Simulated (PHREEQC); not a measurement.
Model water analysis in mg/L, 25 °C, pH 6.44, pe 8.4: Na 0.737; K 0.979; Ca 0.535; Mg 1.1; Cl 2.69; S(6) as SO4 1.52; Alkalinity as HCO3 4.11; Pb 0.00881.

Valence states are taken as typed.

The numbers come from PHREEQC with the ion-association model, phreeqc.dat.

The ionic strength is 0.000249 mol/kgw and the charge-balance error is -0.1 %.

```csv
species,molality,activity,log γ
Cl-,7.59e-5,7.45e-5,-0.008
HCO3-,6.76e-5,6.64e-5,-0.008
CO2,5.42e-5,5.42e-5,0.000
Mg+2,4.51e-5,4.19e-5,-0.031
Na+,3.20e-5,3.15e-5,-0.008
K+,2.50e-5,2.46e-5,-0.008
SO4-2,1.56e-5,1.45e-5,-0.031
Ca+2,1.33e-5,1.24e-5,-0.031
H+,3.70e-7,3.63e-7,-0.008
MgSO4,1.43e-7,1.43e-7,0.000
Pb+2,3.40e-8,3.16e-8,-0.032
MgHCO3+,3.32e-8,3.26e-8,-0.008
CaSO4,3.20e-8,3.20e-8,0.000
```

No solid was allowed to form.
